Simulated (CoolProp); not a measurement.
A simple Rankine cycle with R22: condensing at 306.15 K, boiler at 3.08 MPa, turbine inlet 384.5 K, turbine efficiency 0.6, pump efficiency 0.6, no recuperator. Each further row changes one setting.

The numbers come from the reference Helmholtz-energy equation of state, Kamei 1995 in CoolProp.

| case | thermal efficiency (%) | net work (kJ/kg) | heat in (kJ/kg) | turbine exit temperature (K) | volume ratio over the turbine |
|---|---|---|---|---|---|
| as stated | 5.6 | 12.2 | 220 | … | … |
| turbine inlet 404.5 K | 5.8 | … | 239 | 366.2 | … |
| condensing temperature 298.15 K | … | 15.4 | 229 | 336.4 | … |
| boiler pressure 2.16 MPa | 3.6 | 8.38 | 231 | 362.7 | 1.66 |
| turbine efficiency 0.5 | 4.4 | 9.76 | 220 | 347.4 | … |

Task: What belongs in the gaps?

Result: 
- as stated, turbine exit temperature (K): 344.4
- as stated, volume ratio over the turbine: 2.39
- turbine inlet 404.5 K, net work (kJ/kg): 13.7
- turbine inlet 404.5 K, volume ratio over the turbine: 2.36
- condensing temperature 298.15 K, thermal efficiency (%): 6.7
- condensing temperature 298.15 K, volume ratio over the turbine: 2.93
- turbine efficiency 0.5, volume ratio over the turbine: 2.42
